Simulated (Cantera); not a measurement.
Mixture: CO : H₂ : O₂ : N₂ : CO₂ = 1 : 0.3 : 0.5 : 1.88 : 0.15 (molar parts), equivalence ratio 1.3, at 40.0 bar, adiabatic and at constant volume. Ignition delay is the time to a rise of 400 K.

Cantera simulation using GRI-Mech 3.0 (53 species, 325 reactions); the numbers are that mechanism's predictions, not measurements. The hydrogen kinetics of GRI-Mech 3.0 are dated; newer H2 mechanisms differ, most at raised pressure. The pressure lies above the range GRI-Mech 3.0 was tuned for (to about 10 atm).

Task: Predict: delay at 1050 K; delay at 1200 K; delay at 1350 K; delay at 1500 K; delay at 1650 K; apparent activation energy between 1575 and 1725 K.

Result: 
- delay at 1050 K: 0.670 ms
- delay at 1200 K: 48.9 µs
- delay at 1350 K: 5.54 µs
- delay at 1500 K: 1.11 µs
- delay at 1650 K: 0.481 µs
- apparent activation energy between 1575 and 1725 K: 93 kJ/mol
